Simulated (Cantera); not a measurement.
An adiabatic, constant-pressure homogeneous reactor starts with H2 : O2 : N2 = 1 : 0.278 : 1.04 (molar parts), at 1400 K and 100000 Pa.

Model: GRI-Mech 3.0 (53 species, 325 reactions), integrated in Cantera.

### Question
Predict: time of steepest temperature rise; temperature at 0.700 s; equilibrium temperature; x(H2) at 0.700 s; x(O2) at 0.700 s; x(N2O) at 0.700 s; x(H2O) at 0.700 s; x(OH) at 0.700 s; x(NO) at 0.700 s; x(NO2) at 0.700 s.

### Answer
```
Quantity                                                               Value
---------------------------------  -----------------------------------------
time of steepest temperature rise                                    19.8 µs
temperature at 0.700 s                                                2777 K
equilibrium temperature                                               2777 K
x(H2) at 0.700 s                         0.205 (gas-phase equilibrium 0.205)
x(O2) at 0.700 s                   0.000602 (gas-phase equilibrium 0.000602)
x(N2O) at 0.700 s                    6.74e-8 (gas-phase equilibrium 6.74e-8)
x(H2O) at 0.700 s                        0.250 (gas-phase equilibrium 0.250)
x(OH) at 0.700 s                       0.0116 (gas-phase equilibrium 0.0116)
x(NO) at 0.700 s                     0.00152 (gas-phase equilibrium 0.00152)
x(NO2) at 0.700 s                    5.57e-8 (gas-phase equilibrium 5.57e-8)
```
